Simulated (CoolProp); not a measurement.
Vapour-liquid equilibrium of ethanol (1) + n-nonane (2) at 368 K; x and y are mole fractions of (1).

Values from CoolProp's multi-fluid Helmholtz-energy mixture model, Schroeder 2014 and Lemmon 2006; pair parameters Bell 2016.

```
x     bubble pressure (bar)  y at the bubble point  dew pressure at overall composition x (bar)  liquid density (mol/L)
----  ---------------------  ---------------------  -------------------------------------------  ----------------------
0.05                 0.6240                  0.726                                       0.1834                   5.308
0.2                   1.364                  0.882                                       0.2177                   5.931
0.35                  1.613                  0.905                                       0.2676                   6.724
0.5                   1.679                  0.911                                       0.3469                   7.766
0.65                  1.704                  0.915                                       0.4924                   9.187
0.8                   1.755                  0.926                                       0.8444                   11.21
0.95                  1.844                  0.969                                        1.815                   14.25
```

No azeotrope shows between x = 0.05 and 0.95.

Pair parameters are fitted to limited data, so mixtures are less certain than the pure fluids. With so large a gap from Raoult's law the liquid may split in two, which this calculation doesn't test in full.
